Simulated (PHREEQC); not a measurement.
# Brine: speciation

Consider water at 25 °C with 0.079 mol/kgw KOH, 1.6e-05 mol/kgw Na2B4O7 and 0.023 mol/kgw LiCl. Closed to the air; pH follows from the charge balance.

Model: Pitzer model, pitzer.dat, run in PHREEQC.

- pH = 12.79
- ionic strength = 0.102 mol/kgw
- specific conductance = 20100 µS/cm
- density = 1.002 g/cm³
- osmotic coefficient = 0.933
- total alkalinity = 79.0 meq/kg

```tsv
species	molality	activity	log γ
K+	0.0790	0.0619	-0.106
OH-	0.0790	0.0616	-0.108
Cl-	0.0230	0.0176	-0.116
Li+	0.0230	0.0175	-0.119
B(OH)4-	6.40e-5	4.80e-5	-0.125
Na+	3.20e-5	2.47e-5	-0.112
```

This is a speciation only: nothing precipitates in the calculation.
